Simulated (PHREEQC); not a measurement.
Nickel, zinc or cadmium bath (model solution)

A solution holds 0.0016 mol CdCl2, 0.044 mol Na2SO4 and 0.031 mol FeSO4 per kg of water, at 68 °C. Closed to the air; pH follows from the charge balance.

Computed with PHREEQC (ion-association model, wateq4f.dat).

```yaml
pH: 5.69
ionic_strength: 0.169 mol/kgw
```

```json
[
 {"species": "Na+", "molality": "0.0810", "activity": "0.0595", "log γ": "-0.134"},
 {"species": "SO4-2", "molality": "0.0482", "activity": "0.0137", "log γ": "-0.547"},
 {"species": "FeSO4", "molality": "0.0185", "activity": "0.0192", "log γ": "0.017"},
 {"species": "Fe+2", "molality": "0.0125", "activity": "0.00396", "log γ": "-0.499"},
 {"species": "NaSO4-", "molality": "0.00699", "activity": "0.00517", "log γ": "-0.131"},
 {"species": "Cl-", "molality": "0.00313", "activity": "0.00221", "log γ": "-0.151"},
 {"species": "CdSO4", "molality": "0.000724", "activity": "0.000753", "log γ": "0.017"},
 {"species": "Cd+2", "molality": "0.000519", "activity": "0.000151", "log γ": "-0.535"},
 {"species": "Cd(SO4)2-2", "molality": "0.000307", "activity": "8.97e-5", "log γ": "-0.535"},
 {"species": "CdCl+", "molality": "4.94e-5", "activity": "3.63e-5", "log γ": "-0.134"},
 {"species": "FeCl+", "molality": "1.65e-5", "activity": "1.21e-5", "log γ": "-0.135"},
 {"species": "FeOH+", "molality": "1.38e-5", "activity": "1.01e-5", "log γ": "-0.135"},
 {"species": "HSO4-", "molality": "1.10e-5", "activity": "7.95e-6", "log γ": "-0.141"}
]
```

This is a speciation only: nothing precipitates in the calculation. Constants without temperature data keep their 25 °C values here.
